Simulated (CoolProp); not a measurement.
Oxygen along the isobar 13900 kPa: fugacity coefficient from the reference equation and from simpler models built on Tc = -118.6 °C, pc = 5046 kPa, ω = 0.022; each cubic takes its own stable root.

Model: reference Helmholtz-energy equation of state, Schmidt 1985, in CoolProp. Above 300 K oxygen's equation is extrapolated.

| T (°C) | phase | reference |
|---|---|---|
| -162.35 | liquid | 0.05772 |
| -136.55 | liquid | 0.1911 |
| -110.75 | supercritical | 0.3890 |
| -84.95 | supercritical | 0.5847 |
| -59.15 | supercritical | 0.7233 |
| -33.25 | supercritical | 0.8144 |
| -7.45 | supercritical | 0.8761 |
| 18.35 | supercritical | 0.9194 |
| 44.15 | supercritical | 0.9505 |
| 69.95 | supercritical | 0.9732 |

Problem. How far does each simpler model (van der Waals, Redlich-Kwong, Soave-Redlich-Kwong) lie from the reference over these 10 states: mean and median of the absolute difference, and the worst?

Solution. 
- van der Waals: mean 19.7 %, median 4.7 %, worst +120.5 % at -162.35 °C and 13900 kPa
- Redlich-Kwong: mean 1.6 %, median 1.1 %, worst -5.5 % at -162.35 °C and 13900 kPa
- Soave-Redlich-Kwong: mean 1.6 %, median 1.5 %, worst +2.6 % at -136.55 °C and 13900 kPa
